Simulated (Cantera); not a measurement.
Input: 1 mol SiCl₄, 0.34 mol NH₃, 26 mol H₂, equilibrated at 1875 K and 230 Pa.

These are equilibrium values from Cantera (NASA tables, ideal gas, pure condensed phases), not measurements of a reactor. The tables' values for SiCl, SiCl₃ are old estimates; treat these amounts as uncertain. Gases not in the tables: Si₂H₆ and higher silanes. The numbers say what is thermodynamically allowed, not how fast it happens.

| species | before | after |
|---|---|---|
| H₂ | 0.864 | 0.794 |
| N₂ | 0.00585 | 0.132 |
| HCl | 0.0869 | 0.0483 |
| SiCl₂ | 0.0244 | 0.00822 |
| H | 0.0127 | 0.0122 |
| SiCl₃ | 4.03e-5 | 7.88e-6 |
| Si₂N | 7.68e-6 | 3.64e-5 |
| SiN | 5.17e-6 | 2.46e-5 |
| SiCl | 0.000997 | 0.000579 |
| Cl | 0.000968 | 0.000561 |
| SiH₂ | 4.29e-5 | 3.95e-5 |
| Si(l), mol | 0.138 | 0.204 |
Gas species are given as mole fractions.

**Question.** Name the change that produced these shifts.
A. pressure from 230 Pa to 13.0 Pa
B. H₂ from 26 to 68 mol
C. NH₃ from 0.34 to 16 mol
D. temperature from 1875 K to 900 K

**Answer.** C, NH₃ from 0.34 to 16 mol. The tables' values for SiCl, SiN are old estimates; treat these amounts as uncertain
